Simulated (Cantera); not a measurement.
**Equilibrium for sublimation and decomposition of ceramics: MgO + N2**

Input: 1 mol MgO, 1.2 mol N2, held at 74.3 Torr.

Equilibrium computed with Cantera from the NASA thermochemical tables; the gas is ideal and each condensed phase is pure. Candidate condensed phases: Mg, MgO; 13 gas species. Equilibrium is a limit: real reactors are often held back by kinetics, nucleation or transport.

From 2373 K to 2673 K the condensed part is MgO(s). The main Mg-bearing gas is Mg throughout. The share of Mg in condensed phases is highest at 2373 K (99.5 %) and lowest at 2673 K (91.6 %).

```
T (K)   x N2     x Mg     x O2       x O     x NO  n MgO(s)
-----  -----  -------  -------  --------  -------  --------
2373   0.993  0.00417  0.00100  0.000754  0.00141     0.995
2423   0.988  0.00676  0.00172   0.00129  0.00203     0.992
2473   0.981   0.0108  0.00287   0.00216  0.00286     0.986
2523   0.970   0.0168  0.00468   0.00353  0.00396     0.978
2573   0.954   0.0260  0.00746   0.00564  0.00540     0.966
2623   0.931   0.0393   0.0116   0.00885  0.00723     0.947
2673   0.896   0.0588   0.0178    0.0136  0.00949     0.916
```
x: gas mole fraction; n: condensed amount in mol.
